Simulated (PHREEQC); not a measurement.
A solution holds 0.0025 mol HF and 0.00021 mol NaF per kg of water, at 25 °C. Closed to the air; pH follows from the charge balance.

All values are PHREEQC results (ion-association model, phreeqc.dat), not measurements.

Each row changes one thing in this solution. This is a speciation only: nothing precipitates in the calculation.

```tsv
case	pH	ionic strength (mol/kgw)	HF (mol/kgw)	F- (mol/kgw)	HF2- (mol/kgw)	NaF (mol/kgw)
as made	3.04	0.00117	0.00154	0.00116	6.83e-6	1.29e-7
HF from 0.0025 to 0.025 mol/kgw	2.42	0.00423	0.0207	0.00392	0.000311	4.11e-7
temperature from 25 to 15 °C	3.00	0.00123	0.00147	0.00123	6.33e-6	1.37e-7
temperature from 25 to 10 °C	2.99	0.00127	0.00143	0.00126	6.01e-6	1.41e-7
temperature from 25 to 5 °C	2.98	0.00130	0.00140	0.00130	5.66e-6	1.45e-7
```

Away from 25 °C the constants follow the database's enthalpies or fits; those with neither stay at their 25 °C values.
